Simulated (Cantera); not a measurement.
**Equilibrium for halide evaporation, hydrolysis and transport: MgF2 + H2**

Charge: 1 mol MgF2, 0.25 mol H2, equilibrated at 1.00 Torr.

Equilibrium computed with Cantera from the NASA thermochemical tables; the gas is ideal and each condensed phase is pure. Candidate condensed phases: Mg, MgF2; 17 gas species. The tables' values for MgH are old estimates; treat these amounts as uncertain. The numbers say what is thermodynamically allowed, not how fast it happens.

```tsv
T (°C)	x H2	x MgF2	x HF	x Mg	x MgF	x H	x F	n MgF2(s)	n MgF2(l)
877	1.000	4.34e-6	0.000146	7.26e-5	5.62e-7	2.04e-6	<1e-12	1.000	0
977	0.998	0.000103	0.00104	0.000513	1.12e-5	1.32e-5	<1e-12	1.000	0
1077	0.990	0.00150	0.00549	0.00267	0.000140	6.49e-5	2.97e-12	0.999	0
1177	0.950	0.0148	0.0228	0.0108	0.00122	0.000252	1.15e-10	0.993	0
1277	0.781	0.103	0.0738	0.0332	0.00741	0.000762	2.81e-9	0	0.956
1377	0.316	0.442	0.151	0.0623	0.0266	0.00140	4.92e-8	0	0.662
1477	0.0915	0.617	0.179	0.0690	0.0409	0.00193	4.86e-7	0	0
1577	0.0613	0.567	0.227	0.0871	0.0532	0.00365	2.88e-6	0	0
1677	0.0362	0.525	0.267	0.101	0.0652	0.00597	1.47e-5	0	0
1777	0.0189	0.494	0.293	0.108	0.0763	0.00855	6.64e-5	0	0
1877	0.00914	0.476	0.307	0.110	0.0866	0.0110	0.000269	0	0
```
x: gas mole fraction; n: condensed amount in mol.

From 877 °C to 1177 °C the condensed part is MgF2(s). From 1277 °C to 1377 °C the condensed part is MgF2(l). From 1477 °C to 1877 °C nothing is condensed. The main Mg-bearing gas is Mg at 877 °C and MgF2 at 1877 °C.
